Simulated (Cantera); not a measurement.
A closed system holds: 1 mol Zr, 0.19 mol NH3, 36 mol N2, at 0.220 Pa.

Equilibrium computed with Cantera from the NASA thermochemical tables; the gas is ideal and each condensed phase is pure. Candidate condensed phases: Zr, ZrN; 11 gas species. ZrN: taken at fixed stoichiometry. The numbers say what is thermodynamically allowed, not how fast it happens.

log p: log10 of the partial pressure in bar; n: condensed amount in mol.

```
T (°C)  log p N2  log p Zr  log p H    log p H2  log p N  n ZrN(s)
------  --------  --------  -------  ----------  -------  --------
1352       -5.66    -16.33    -8.09  (withheld)   -14.77      1.00
1452       -5.66    -14.53    -7.76  (withheld)   -13.87      1.00
1552       -5.66    -12.94    -7.57  (withheld)   -13.08     1.000
1652       -5.66    -11.51    -7.49  (withheld)   -12.37     1.000
1752       -5.66    -10.22    -7.47  (withheld)   -11.72     0.999
1852       -5.66     -9.06    -7.46  (withheld)   -11.14     0.986
1952       -5.67     -8.00    -7.46  (withheld)   -10.61     0.836
2052       -5.68     -7.23    -7.48  (withheld)   -10.13         0
2152       -5.68     -7.23    -7.48  (withheld)    -9.68         0
2252       -5.68     -7.23    -7.48  (withheld)    -9.27         0
2352       -5.68     -7.23    -7.48  (withheld)    -8.89         0
```

Task: Some entries are withheld; supply them.

Result: 
- 1352, log p H2: -7.87
- 1452, log p H2: -8.06
- 1552, log p H2: -8.42
- 1652, log p H2: -8.94
- 1752, log p H2: -9.50
- 1852, log p H2: -10.05
- 1952, log p H2: -10.55
- 2052, log p H2: -11.04
- 2152, log p H2: -11.46
- 2252, log p H2: -11.85
- 2352, log p H2: -12.21
